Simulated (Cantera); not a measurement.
An isothermal, constant-pressure homogeneous reactor starts with C₂H₆ : N₂ = 1 : 2.9 (molar parts), at 1198 K and 0.0160 bar. Integrator tolerance rtol = 1e-08.

Detailed kinetics in Cantera: GRI-Mech 3.0 (53 species, 325 reactions). GRI-Mech 3.0 stops at C3 and has no aromatics, soot or wall deposition, so with more carbon than oxygen in the feed, carbon stays in small species such as C2H2 where larger ones or solid carbon would form. Radical loss at walls, strong at low pressure, is not modelled.

```tsv
quantity	before	after
x(C₂H₆) at 90.0 s	1.05e-5 (gas-phase equilibrium 4.48e-6)	1.55e-8 (gas-phase equilibrium 3.41e-9)
x(CH₄) at 90.0 s	0.0454 (gas-phase equilibrium 0.0411)	0.00144 (gas-phase equilibrium 0.000530)
x(C₂H₂) at 90.0 s	0.141 (gas-phase equilibrium 0.110)	0.169 (gas-phase equilibrium 0.112)
x(H) at 90.0 s	9.38e-7 (gas-phase equilibrium 8.11e-7)	0.000145 (gas-phase equilibrium 0.000146)
x(H₂) at 90.0 s	0.275 (gas-phase equilibrium 0.287)	0.337 (gas-phase equilibrium 0.338)
```

Task: Which change was made?
(A) pressure from 0.0160 bar to 0.000240 bar
(B) temperature 1198 to 1550 K
(C) temperature 1198 to 1448 K
(D) C2H6 1 to 0.39 parts

Result: B, temperature 1198 to 1550 K
